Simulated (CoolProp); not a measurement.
Oxygen at 298.15 K and 1.56 MPa flows at 14 m/s in a round tube of 100 mm bore and 15 µm roughness, fully developed (64/Re and Nu = 3.66 if laminar; Colebrook and Gnielinski if turbulent). Each further row changes one setting.

Model: reference Helmholtz-energy equation of state, Schmidt 1985, in CoolProp.

| case | Reynolds number | Darcy friction factor | pressure drop (Pa/m) | heat-transfer coefficient (W/(m² K)) | mass flow (kg/h) |
|---|---|---|---|---|---|
| as stated | 1360000 | 0.0138 | 276 | 516 | 8050 |
| velocity 28 m/s | 2730000 | 0.0134 | 1070 | 1000 | 16100 |
| diameter 200 mm | 2730000 | 0.0121 | 121 | 448 | 32200 |

Viscosity comes from a separate model (Lemmon 2004). Thermal conductivity comes from a separate model (Lemmon 2004).
